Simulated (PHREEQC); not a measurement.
Consider water at 25 °C with 14 mmol/kgw NH3, 0.13 mmol/kgw NaAlO2 and 1 mmol/kgw K2CO3. Closed to the air; pH follows from the charge balance.

The numbers come from PHREEQC with the ion-association model, phreeqc.dat.

```json
[
 {"quantity": "pH", "before": "10.78", "after": "10.62"},
 {"quantity": "CO3-2 (mol/kgw)", "before": "0.000771", "after": "0.000346"},
 {"quantity": "NH4+ (mol/kgw)", "before": "0.000422", "after": "0.000293"},
 {"quantity": "HCO3- (mol/kgw)", "before": "0.000227", "after": "0.000153"},
 {"quantity": "SI of Gibbsite (Al(OH)3)", "before": "-0.14", "after": "-0.28"}
]
```

What was changed between the two runs?
(A) NaAlO2 from 0.00013 to 1.3e-05 mol/kgw
(B) temperature from 25 to 15 °C
(C) K2CO3 from 0.001 to 0.01 mol/kgw
(D) 0.00016 mol/kgw HBr added
(E) diluted 2-fold with water

E, diluted 2-fold with water

No solid was allowed to form.
